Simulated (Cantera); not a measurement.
A perfectly stirred reactor is fed with 59.6 % NH3, 35.1 % N2, 5.30 % H2, at 0.0220 bar; it is held at 2298 K, and followed from long to short residence time.

Cantera simulation using the gas-phase N/H chemistry of the illustrative SiF4/NH3 mechanism in the Surface Chemkin manual (1991); the numbers are that mechanism's predictions, not measurements. Walls and surfaces, which speed up NH3 decomposition in real reactors, are not modelled.

x: mole fraction; the columns are a selection and need not sum to one.

```csv
τ (s),x NH3,x N2H2,x NH2,x N2H4,x N,x H2
17,0.000104,?,1.64e-5,<1e-12,4.20e-5,0.570
6.9,0.00190,?,8.39e-5,8.81e-12,1.64e-5,0.585
2.9,0.00989,?,0.000215,5.80e-11,1.00e-5,0.581
1.2,0.0280,?,0.000419,2.20e-10,9.02e-6,0.565
0.50,0.0650,?,0.000741,6.91e-10,8.88e-6,0.532
0.21,0.133,?,0.00122,1.88e-9,8.77e-6,0.470
0.087,0.242,?,0.00187,4.40e-9,8.25e-6,0.372
0.036,0.370,?,0.00257,8.34e-9,7.07e-6,0.255
0.015,0.476,?,0.00316,1.26e-8,5.36e-6,0.159
0.0063,0.541,?,0.00351,1.55e-8,3.69e-6,0.100
```

Complete the blanks.


- 17, x N2H2: 4.64e-9
- 6.9, x N2H2: 5.07e-8
- 2.9, x N2H2: 1.87e-7
- 1.2, x N2H2: 5.19e-7
- 0.50, x N2H2: 1.30e-6
- 0.21, x N2H2: 2.97e-6
- 0.087, x N2H2: 6.06e-6
- 0.036, x N2H2: 1.03e-5
- 0.015, x N2H2: 1.41e-5
- 0.0063, x N2H2: 1.57e-5
